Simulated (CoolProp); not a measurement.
Vapour-liquid equilibrium of ethanol (1) + o-xylene (2) at 0.645 MPa; x and y are mole fractions of (1).

Model: multi-fluid Helmholtz-energy mixture model, Schroeder 2014 and Zhou 2012; pair parameters Bell 2016, in CoolProp.

Task: Give the bubble temperature and the first vapour's composition at x = 0.05, 0.35, 0.65. Is there an azeotrope?

Result: x = 0.05: 198.8 °C, y = 0.438; x = 0.35: 151.0 °C, y = 0.832; x = 0.65: 142.3 °C, y = 0.893. No azeotrope shows between x = 0.05 and 0.95.

The pair parameters rest on a limited set of measurements; away from them the model extrapolates. With so large a gap from Raoult's law the liquid may split in two, which this calculation doesn't test in full.
